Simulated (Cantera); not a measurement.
**NH3 + SO2 + H2 (abatement and gas-phase synthesis)**

Input: 1 mol NH3, 0.011 mol SO2, 0.26 mol H2, equilibrated at 4.30 mbar.

Equilibrium computed with Cantera from the NASA thermochemical tables; the gas is ideal and each condensed phase is pure. Candidate condensed phases: H2O, H2SO4, S; 60 gas species. Ions and electrons are included (thermal ionisation). Equilibrium is a limit: real reactors are often held back by kinetics, nucleation or transport.

From 2000 K to 5000 K nothing is condensed.

```csv
T (K),log p H,log p H2,log p N2,log p N,log p H2O,log p O
2000,-4.04,-2.49,-3.03,-10.56,-4.39,-8.61
2250,-3.40,-2.53,-3.04,-9.17,-4.42,-7.13
2500,-2.92,-2.65,-3.09,-8.08,-4.52,-5.93
2750,-2.63,-2.92,-3.17,-7.20,-4.88,-5.06
3000,-2.49,-3.37,-3.23,-6.47,-5.79,-4.72
3250,-2.44,-3.90,-3.26,-5.84,-6.94,-4.65
3500,-2.43,-4.41,-3.27,-5.29,-8.02,-4.64
3750,-2.43,-4.86,-3.28,-4.81,-8.98,-4.64
4000,-2.43,-5.27,-3.29,-4.40,-9.82,-4.64
4250,-2.43,-5.63,-3.32,-4.04,-10.58,-4.64
4500,-2.44,-5.95,-3.37,-3.73,-11.26,-4.64
4750,-2.44,-6.25,-3.46,-3.48,-11.87,-4.65
5000,-2.45,-6.53,-3.62,-3.29,-12.44,-4.66
```
log p: log10 of the partial pressure in bar; nothing condenses.
